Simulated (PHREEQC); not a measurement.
# City or well water

Synthetic water in mg/L, 75 °C, pH 7.18, pe 8.5:

```json
[
 {"constituent": "Na", "mg/L": "65"},
 {"constituent": "K", "mg/L": "22.8"},
 {"constituent": "Ca", "mg/L": "85.2"},
 {"constituent": "Mg", "mg/L": "0.7"},
 {"constituent": "Cl", "mg/L": "19.8"},
 {"constituent": "S(6) as SO4", "mg/L": "84.4"},
 {"constituent": "Alkalinity as HCO3", "mg/L": "319"},
 {"constituent": "Pb", "mg/L": "0.358"},
 {"constituent": "Cu(2)", "mg/L": "1.95"}
]
```

Valence states are taken as typed.

Equilibrium calculation in PHREEQC: ion-association model, wateq4f.dat.

No solid was allowed to form.

Estimate the ionic strength, charge-balance error.

ionic strength 0.00962 mol/kgw; charge-balance error 1.7 %.

In which forms is Mg present?

Mg+2 78 %, MgSO4 16 %, MgHCO3+ 4.6 %, MgCO3 0.5 % of the Mg.

Examples of supersaturated solids here: Malachite, Cu(OH)2. Others may be too. At this temperature some constants are extrapolated from 25 °C, and those without enthalpy data are left unchanged. The database's constant for dissolved Cu(OH)2 is higher than later reviews accept.
